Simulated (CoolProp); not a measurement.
Model: reference Helmholtz-energy equation of state, Pan 2012, in CoolProp.

Q: For R236FA, give the phase and the cv (kJ/(kg K)), speed of sound (m/s), viscosity (µPa s) at 400 K and 0.0851 MPa; 400 K and 0.151 MPa; 400 K and 4.79 MPa.

A: 
- 400 K and 0.0851 MPa: gas; cv 0.936, speed of sound 151, viscosity 14.8
- 400 K and 0.151 MPa: gas; cv 0.937, speed of sound 150, viscosity 14.8
- 400 K and 4.79 MPa: supercritical; cv 1.03, speed of sound 174, viscosity 81.0

Viscosity comes from a separate model (Huber 2003), an estimate that may be off by 10 % or more.
